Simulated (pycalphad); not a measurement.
All values are pycalphad results on the COST 507 light-alloy database (1999) (1 atm), not direct measurements. The database dates from 1999; later assessments differ in places, in temperatures and in the compounds included.

Molar enthalpy of Al-2.43Fe-1.972Si (wt.%) in equilibrium (SER reference):

```tsv
T (K)	H (kJ/mol)	phases
1850	57.37	LIQUID
1770	54.82	LIQUID
1690	52.28	LIQUID
1610	49.73	LIQUID
1530	47.19	LIQUID
1450	44.65	LIQUID
1370	42.11	LIQUID
1290	39.57	LIQUID
1210	37.04	LIQUID
1130	34.50	LIQUID
1050	31.97	LIQUID
1010	30.70	LIQUID
970	29.44	LIQUID
890	15.83	FCC_A1 + ALFESI_BETA + LIQUID
850	14.25	FCC_A1 + ALFESI_BETA
810	13.00	FCC_A1 + ALFESI_BETA
730	10.44	FCC_A1 + ALFESI_BETA + DIAMOND_A4
650	7.98	FCC_A1 + ALFESI_BETA + DIAMOND_A4
570	5.67	FCC_A1 + ALFESI_BETA + DIAMOND_A4
```

Cooling from 970 K to 850 K, across the freezing range, releases 15.2 kJ/mol, or 555 J/g. The slope is 32 J/(mol K) in the liquid and 31 J/(mol K) just below the solidus, where it includes any heat of precipitation. Liquidus 944 K, solidus 883 K. Changes were sought between steps of 40 K, so a narrower field can be missed.

Database names, with the compositions (at.%) that they take in these runs: ALFESI_BETA: Al 70 Fe 15 Si 15. FCC_A1 is fcc; DIAMOND_A4 is diamond (Si).
